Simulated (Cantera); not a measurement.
Cantera run, input and output.

```python
import numpy as np
import cantera as ct

gas = ct.Solution("gri30.yaml")
gas.TPX = 1573, 33000, {'CH4': 1, 'H2': 0.2, 'O2': 1.62, 'N2': 14.9}
reactor = ct.IdealGasReactor(gas, energy="on", clone=False)
net = ct.ReactorNet([reactor])
net.rtol, net.atol = 1e-08, 1e-16
show = ['CH4', 'H2', 'O2', 'C2H6', 'H', 'CH2', 'CH2O']
times = np.geomspace(8e-06, 0.3, 10)

steps = ct.SolutionArray(gas, extra=["t"])
rows = []
print(f"{'t/s':>10s}{'T/K':>9s}{'P/Pa':>11s}" + "".join(f"{s:>11s}" for s in show))
for t in times:
    while net.time < t:
        t_next = net.step()
        steps.append(gas.state, t=t_next)
    rows.append([np.interp(t, steps.t, y) for y in (steps.T, steps.P, *steps(*show).X.T)])
    print(f"{t:10.3e}{rows[-1][0]:9.1f}{rows[-1][1]:11.4g}" + "".join(f"{x:11.3e}" for x in rows[-1][2:]))
rate = np.gradient(steps.T, steps.t)
print("integrator steps:", len(steps.t))
if steps.T.max() > steps.T[0] + 200:
    print(f"time of steepest temperature rise: {steps.t[rate.argmax()]:.4e} s")
gas.TPX = 1573, 33000, {'CH4': 1, 'H2': 0.2, 'O2': 1.62, 'N2': 14.9}
gas.equilibrate("UV")
print(f"equilibrium (UV): T = {gas.T:.1f} K  " + "  ".join(f"{s} {gas[s].X[0]:.3e}" for s in show))
```

Output:

```
       t/s      T/K       P/Pa        CH4         H2         O2       C2H6          H        CH2       CH2O
 8.000e-06   1573.0    3.3e+04  5.643e-02  1.129e-02  9.142e-02  1.735e-12  5.497e-08  2.648e-13  2.513e-09
 2.578e-05   1573.0    3.3e+04  5.643e-02  1.129e-02  9.142e-02  9.026e-11  7.302e-08  1.841e-12  3.421e-08
 8.309e-05   1573.0    3.3e+04  5.642e-02  1.129e-02  9.142e-02  4.458e-09  1.407e-07  1.820e-11  4.589e-07
 2.678e-04   1572.9    3.3e+04  5.637e-02  1.128e-02  9.140e-02  3.571e-07  5.630e-07  4.637e-10  7.958e-06
 8.630e-04   1576.7  3.308e+04  5.499e-02  1.130e-02  9.066e-02  1.177e-04  9.557e-06  8.476e-08  2.687e-04
 2.781e-03   2433.7  5.298e+04  8.073e-16  2.493e-02  3.383e-03  3.590e-30  1.172e-02  3.318e-15  1.424e-10
 8.963e-03   2539.8  5.491e+04  3.478e-15  2.338e-02  1.503e-03  1.971e-29  6.317e-03  8.435e-15  1.731e-10
 2.888e-02   2537.1  5.485e+04  3.801e-15  2.366e-02  1.380e-03  2.257e-29  6.175e-03  8.615e-15  1.766e-10
 9.309e-02   2536.6  5.485e+04  3.819e-15  2.369e-02  1.371e-03  2.276e-29  6.171e-03  8.612e-15  1.769e-10
 3.000e-01   2536.6  5.485e+04  3.819e-15  2.369e-02  1.371e-03  2.276e-29  6.171e-03  8.612e-15  1.769e-10
integrator steps: 1714
time of steepest temperature rise: 1.5717e-03 s
equilibrium (UV): T = 2536.6 K  CH4 4.623e-15  H2 2.369e-02  O2 1.371e-03  C2H6 3.140e-29  H 6.171e-03  CH2 9.103e-15  CH2O 1.769e-10
```

Computed with Cantera and GRI-Mech 3.0 (53 species, 325 reactions).
